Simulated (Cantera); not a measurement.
Cantera run, input and output.

```python
import numpy as np
import cantera as ct

gas = ct.Solution("gri30.yaml")
gas.TPX = 1000, 13332, {'H2': 1.2, 'O2': 1, 'N2': 0.66}
reactor = ct.IdealGasConstPressureReactor(gas, energy="off", clone=False)
net = ct.ReactorNet([reactor])
net.rtol, net.atol = 1e-08, 1e-18
show = ['H2', 'O2', 'H2O2', 'N2O', 'OH']
times = np.geomspace(0.0006, 9, 11)

steps = ct.SolutionArray(gas, extra=["t"])
rows = []
print(f"{'t/s':>10s}{'T/K':>9s}{'P/Pa':>11s}" + "".join(f"{s:>11s}" for s in show))
for t in times:
    while net.time < t:
        t_next = net.step()
        steps.append(gas.state, t=t_next)
    rows.append([np.interp(t, steps.t, y) for y in (steps.T, steps.P, *steps(*show).X.T)])
    print(f"{t:10.3e}{rows[-1][0]:9.1f}{rows[-1][1]:11.4g}" + "".join(f"{x:11.3e}" for x in rows[-1][2:]))
rate = np.gradient(steps.T, steps.t)
print("integrator steps:", len(steps.t))
if steps.T.max() > steps.T[0] + 200:
    print(f"time of steepest temperature rise: {steps.t[rate.argmax()]:.4e} s")
gas.TPX = 1000, 13332, {'H2': 1.2, 'O2': 1, 'N2': 0.66}
gas.equilibrate("TP")
print(f"equilibrium (TP): T = {gas.T:.1f} K  " + "  ".join(f"{s} {gas[s].X[0]:.3e}" for s in show))
```

Output:

```
       t/s      T/K       P/Pa         H2         O2       H2O2        N2O         OH
 6.000e-04   1000.0  1.333e+04  1.594e-01  2.442e-01  4.257e-06  9.958e-10  5.905e-03
 1.569e-03   1000.0  1.333e+04  8.056e-03  1.800e-01  7.285e-06  4.874e-09  4.078e-04
 4.106e-03   1000.0  1.333e+04  3.244e-03  1.782e-01  7.067e-06  5.609e-09  1.020e-04
 1.074e-02   1000.0  1.333e+04  1.514e-03  1.776e-01  7.293e-06  6.026e-09  3.689e-05
 2.809e-02   1000.0  1.333e+04  7.119e-04  1.773e-01  5.392e-06  6.285e-09  1.497e-05
 7.348e-02   1000.0  1.333e+04  2.923e-04  1.771e-01  1.930e-06  6.453e-09  7.454e-06
 1.922e-01   1000.0  1.333e+04  9.248e-05  1.770e-01  2.888e-07  6.548e-09  3.554e-06
 5.028e-01   1000.0  1.333e+04  2.342e-05  1.770e-01  2.614e-08  6.585e-09  1.611e-06
 1.315e+00   1000.0  1.333e+04  4.162e-06  1.770e-01  2.265e-09  6.591e-09  8.377e-07
 3.441e+00   1000.0  1.333e+04  3.461e-07  1.770e-01  3.651e-10  6.574e-09  4.671e-07
 9.000e+00   1000.0  1.333e+04  1.111e-08  1.770e-01  1.021e-10  6.520e-09  2.569e-07
integrator steps: 1841
equilibrium (TP): T = 1000.0 K  H2 3.041e-10  O2 1.770e-01  H2O2 2.297e-10  N2O 3.211e-10  OH 4.214e-07
```

Computed with Cantera and GRI-Mech 3.0 (53 species, 325 reactions). Radical loss at walls, strong at low pressure, is not modelled. The temperature is held fixed by assumption; the heat of reaction is taken as removed at once.
